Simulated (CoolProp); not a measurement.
Values from CoolProp's reference Helmholtz-energy equation of state, Lemmon 2006. It is a short technical equation, of lower accuracy than the large ones.

For isohexane, give the phase and the density (kg/m³), cv (kJ/(kg K)), Joule-Thomson coefficient (K/MPa), fugacity coefficient at 85.65 °C and 0.0868 MPa; 108.75 °C and 1.08 MPa.


- 85.65 °C and 0.0868 MPa: gas; density 2.59, cv 1.86, Joule-Thomson coefficient 23.2, fugacity coefficient 0.970
- 108.75 °C and 1.08 MPa: liquid; density 565, cv 2.08, Joule-Thomson coefficient -0.144, fugacity coefficient 0.325
